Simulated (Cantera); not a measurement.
A Cantera script and its output.

```python
import numpy as np
import cantera as ct

gas = ct.Solution("gri30.yaml", transport_model="mixture-averaged")
show = ['CH4', 'NH3', 'OH']

rows = []
print(f"{'T/K':>7s}{'rho':>11s}{'cp':>10s}{'mu':>11s}{'lambda':>11s}{'Pr':>7s}" + "".join(f"{'D_' + s:>11s}" for s in show))
for T in [400, 500, 600, 700, 800, 900, 1000]:
    gas.TPX = T, 2100, {'CH3OH': 0.23, 'CO': 0.51, 'N2': 0.46, 'NH3': 0.22}
    Pr = gas.cp_mass * gas.viscosity / gas.thermal_conductivity
    D = [gas.mix_diff_coeffs_mole[gas.species_index(s)] for s in show]
    rows.append([gas.density, gas.cp_mass, gas.viscosity, gas.thermal_conductivity, Pr, *D])
    print(f"{T:7g}{gas.density:11.4e}{gas.cp_mass:10.1f}{gas.viscosity:11.4e}"
          f"{gas.thermal_conductivity:11.4e}{Pr:7.3f}" + "".join(f"{d:11.4e}" for d in D))
print("SI units: kg/m3, J/kg/K, Pa s, W/m/K, m2/s")
```

Output:

```
    T/K        rho        cp         mu     lambda     Pr      D_CH4      D_NH3       D_OH
    400 1.7025e-02    1274.4 1.8993e-05 3.3150e-02  0.730 1.7150e-03 1.6901e-03 2.4534e-03
    500 1.3620e-02    1352.0 2.2724e-05 4.1723e-02  0.736 2.5545e-03 2.5755e-03 3.6191e-03
    600 1.1350e-02    1431.6 2.6201e-05 5.0449e-02  0.743 3.5179e-03 3.6068e-03 4.9514e-03
    700 9.7289e-03    1507.1 2.9466e-05 5.9184e-02  0.750 4.5959e-03 4.7718e-03 6.4389e-03
    800 8.5127e-03    1575.9 3.2552e-05 6.7852e-02  0.756 5.7815e-03 6.0610e-03 8.0725e-03
    900 7.5669e-03    1638.5 3.5486e-05 7.6409e-02  0.761 7.0692e-03 7.4669e-03 9.8453e-03
   1000 6.8102e-03    1698.7 3.8291e-05 8.4828e-02  0.767 8.4544e-03 8.9833e-03 1.1751e-02
SI units: kg/m3, J/kg/K, Pa s, W/m/K, m2/s
```

Computed with Cantera and GRI-Mech 3.0 (53 species, 325 reactions). Polar gases are described roughly by these parameters.
